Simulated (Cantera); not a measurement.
## Equilibrium for carbothermic reduction: CuO + CO + H2

A closed system holds: 1 mol CuO, 17 mol CO, 0.6 mol H2, at 3.20 bar.

Equilibrium computed with Cantera from the NASA thermochemical tables; the gas is ideal and each condensed phase is pure. Candidate condensed phases: C, C6H6, C7H8, C8H18, Cu, CuO, Cu(OH)2, Cu2O, H2O; 113 gas species. Kinetics and transport are ignored.

| T (°C) | x CO | x CO2 | x H2 | x H2O | x Cu | x H | n Cu(s) | n Cu(l) |
|---|---|---|---|---|---|---|---|---|
| 1052 | 0.912 | 0.0535 | 0.0307 | 0.00336 | 8.78e-8 | 1.60e-7 | 1.000 | 0 |
| 1127 | 0.913 | 0.0530 | 0.0303 | 0.00382 | 4.22e-7 | 4.73e-7 | 0 | 1.000 |
| 1202 | 0.913 | 0.0526 | 0.0298 | 0.00426 | 1.67e-6 | 1.25e-6 | 0 | 1.000 |
| 1277 | 0.914 | 0.0521 | 0.0294 | 0.00469 | 5.80e-6 | 3.02e-6 | 0 | 1.000 |
| 1352 | 0.914 | 0.0517 | 0.0290 | 0.00510 | 1.79e-5 | 6.72e-6 | 0 | 1.000 |
| 1427 | 0.915 | 0.0513 | 0.0286 | 0.00549 | 4.96e-5 | 1.39e-5 | 0 | 0.999 |
| 1502 | 0.915 | 0.0510 | 0.0282 | 0.00585 | 0.000126 | 2.72e-5 | 0 | 0.998 |
| 1577 | 0.915 | 0.0506 | 0.0279 | 0.00619 | 0.000297 | 5.03e-5 | 0 | 0.995 |
| 1652 | 0.915 | 0.0503 | 0.0275 | 0.00651 | 0.000652 | 8.86e-5 | 0 | 0.988 |
| 1727 | 0.915 | 0.0499 | 0.0272 | 0.00680 | 0.00135 | 0.000150 | 0 | 0.976 |
| 1802 | 0.914 | 0.0496 | 0.0268 | 0.00706 | 0.00263 | 0.000244 | 0 | 0.953 |
x: gas mole fraction; n: condensed amount in mol.

At 1052 °C the condensed part is Cu(s). From 1127 °C to 1802 °C the condensed part is Cu(l). The main Cu-bearing gas is Cu throughout.
